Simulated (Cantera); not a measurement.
**Ignition delay**

Mixture: CH4 : O2 : N2 : CO2 = 1 : 1.05 : 4.84 : 0.7 (molar parts), at 10.9 atm, adiabatic and at constant pressure. Ignition delay is the time to a rise of 400 K.

Detailed kinetics in Cantera: GRI-Mech 3.0 (53 species, 325 reactions).

| T0 (K) | delay (ms) |
|---|---|
| 1200 | 8.18 |
| 1275 | 3.46 |
| 1350 | 1.54 |
| 1425 | 0.709 |
| 1500 | 0.337 |
| 1575 | 0.164 |
| 1650 | 0.0827 |
| 1725 | 0.0435 |

* **apparent activation energy between 1575 and 1725 K**: 200 kJ/mol
